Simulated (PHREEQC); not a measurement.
Dissolve 64 mmol/kgw HNO3, 47 mmol/kgw AlCl3 and 0.31 mmol/kgw CuCl2 at 80 °C and 300 atm. Closed to the air; pH follows from the charge balance.

Equilibrium calculation in PHREEQC: ion-association model, phreeqc.dat.

No solid was allowed to form.

### Question
Predict the pH.

### Answer
pH 1.31.

### Question
In which forms is Cu present?

### Answer
Cu+2 51 %, CuCl+ 47 %, CuCl2 1.3 % of the Cu.

Under pressure, the constants of complexes without a molar volume in the database are unreliable. Away from 25 °C the constants follow the database's enthalpies or fits; those with neither stay at their 25 °C values.
